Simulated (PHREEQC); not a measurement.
A solution holds 0.11 mol NH3 per kg of water, at 25 °C. Closed to the air; pH follows from the charge balance.

All values are PHREEQC results (ion-association model, phreeqc.dat), not measurements.

| quantity | before | after |
|---|---|---|
| pH | 11.14 | 5.38 |
| ionic strength (mol/kgw) | 0.00145 | 0.251 |
| NH4+ (mol/kgw) | 0.00145 | 0.181 |

Q: Which change was made?
(A) NH3 from 0.11 to 0.022 mol/kgw
(B) NH3 replaced by (NH4)2SO4 at the same molality
(C) NH3 replaced by NH4HCO3 at the same molality
(D) NH3 from 0.11 to 0.121 mol/kgw
(E) temperature from 25 to 80 °C

A: B, NH3 replaced by (NH4)2SO4 at the same molality

No solid was allowed to form.
